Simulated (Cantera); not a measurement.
Input: 1 mol PbO, a varied amount of CO, 1.1 mol N2, equilibrated at 775 K and 44.0 Pa.

Equilibrium computed with Cantera from the NASA thermochemical tables; the gas is ideal and each condensed phase is pure. Candidate condensed phases: C, Pb, PbO, PbO2, Pb3O4; 27 gas species. Kinetics and transport are ignored.

x: gas mole fraction; n: condensed amount in mol.

```
n(CO) (mol)     x CO   x N2  x CO2     x Pb     x PbO  n Pb(l)  n PbO(yellow)
-----------  -------  -----  -----  -------  --------  -------  -------------
0.73         4.39e-6  0.601  0.399  5.66e-5   4.08e-8    0.730          0.270
0.88         4.89e-6  0.556  0.444  5.66e-5   4.08e-8    0.880          0.120
1            5.24e-6  0.524  0.476  5.66e-5   4.08e-8    1.000              0
1.2           0.0870  0.478  0.435  5.66e-5  2.24e-12    1.000              0
1.5            0.192  0.423  0.385  5.66e-5    <1e-12    1.000              0
1.8            0.276  0.379  0.345  5.66e-5    <1e-12    1.000              0
2.1                ?      ?      ?  5.66e-5    <1e-12    1.000              0
2.5                ?      ?      ?  5.66e-5    <1e-12    1.000              0
3              0.488  0.268  0.244  5.66e-5    <1e-12    1.000              0
3.6            0.553  0.234  0.213  5.66e-5    <1e-12    1.000              0
4.3            0.611  0.204  0.185  5.66e-5    <1e-12    1.000              0
```

**Question.** Some entries are withheld; supply them.

**Answer.** 
- 2.5, x CO: 0.417
- 2.5, x N2: 0.306
- 2.5, x CO2: 0.278
- 2.1, x CO: 0.344
- 2.1, x N2: 0.344
- 2.1, x CO2: 0.312
